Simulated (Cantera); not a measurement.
A freely propagating, adiabatic, planar premixed flame of 7.47 % CH₃OH, 15.3 % O₂, 67.5 % N₂, 9.71 % H₂O, equivalence ratio 0.73, unburnt at 548 K and 190000 Pa; mixture-averaged transport, grid criteria slope 0.08 and curve 0.16, no radiation.

Detailed kinetics in Cantera: GRI-Mech 3.0 (53 species, 325 reactions). GRI-Mech 3.0 was tuned for natural gas; its chemistry of methanol as a main component is partial and can be far from experiment. Burning velocities carry a grid error of a few per cent, more on coarse grids.

Task: Predict: laminar burning velocity; thermal thickness; peak x(O); peak x(HCO).

Result: 
| Property | Value |
|---|---|
| laminar burning velocity | 27.9 cm/s |
| thermal thickness | 0.432 mm |
| peak x(O) | 0.000984 |
| peak x(HCO) | 2.23e-5 |
